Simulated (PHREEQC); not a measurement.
Dissolve 0.00098 mol/kgw HCl, 0.00011 mol/kgw CuSO4 and 0.0021 mol/kgw Na2SO4 at 5 °C. Closed to the air; pH follows from the charge balance.

The numbers come from PHREEQC with the ion-association model, wateq4f.dat.

Task: The ionic strength comes out as 0.00742 mol/kgw. What activity coefficients do Cu+2, HSO4-, SO4-2, NaSO4-, Cl- get?

Result: Cu+2 0.71, HSO4- 0.92, SO4-2 0.71, NaSO4- 0.92, Cl- 0.91.

No solid was allowed to form. Complexes and solids missing from the database can't appear. Constants without temperature data keep their 25 °C values here.
